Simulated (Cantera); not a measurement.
Thermodynamics of abatement and gas-phase synthesis, feed HI + O₂

A closed system holds: 1 mol HI, a varied amount of O₂, equilibrated at 2002 °C and 160 bar.

Cantera equilibrium calculation (NASA polynomials, part measured and part estimated; ideal gas, pure solids and liquids). Candidate condensed phases: H₂O, I₂; 12 gas species. The ideal-gas law is rough above about 30 bar. Rates play no part.

```json
[
 {"n(O₂) (mol)": "0.53", "log p O₂": "1.47", "log p I": "1.72", "log p H₂O": "1.71", "log p I₂": "1.40", "log p HI": "0.34"},
 {"n(O₂) (mol)": "1.1", "log p O₂": "1.81", "log p I": "1.62", "log p H₂O": "1.56", "log p I₂": "1.21", "log p HI": "0.09"},
 {"n(O₂) (mol)": "1.6", "log p O₂": "1.91", "log p I": "1.55", "log p H₂O": "1.47", "log p I₂": "1.07", "log p HI": "-0.05"},
 {"n(O₂) (mol)": "2.1", "log p O₂": "1.97", "log p I": "1.50", "log p H₂O": "1.39", "log p I₂": "0.96", "log p HI": "-0.16"},
 {"n(O₂) (mol)": "2.6", "log p O₂": "2.01", "log p I": "1.45", "log p H₂O": "1.33", "log p I₂": "0.87", "log p HI": "-0.25"},
 {"n(O₂) (mol)": "3.1", "log p O₂": "2.04", "log p I": "1.41", "log p H₂O": "1.27", "log p I₂": "0.78", "log p HI": "-0.33"},
 {"n(O₂) (mol)": "3.6", "log p O₂": "2.06", "log p I": "1.37", "log p H₂O": "1.22", "log p I₂": "0.71", "log p HI": "-0.40"},
 {"n(O₂) (mol)": "4.2", "log p O₂": "2.08", "log p I": "1.33", "log p H₂O": "1.17", "log p I₂": "0.63", "log p HI": "-0.47"},
 {"n(O₂) (mol)": "4.7", "log p O₂": "2.09", "log p I": "1.30", "log p H₂O": "1.13", "log p I₂": "0.56", "log p HI": "-0.52"}
]
```
log p: log10 of the partial pressure in bar; nothing condenses.

From 0.53 mol O₂ to 4.7 mol O₂ nothing is condensed.
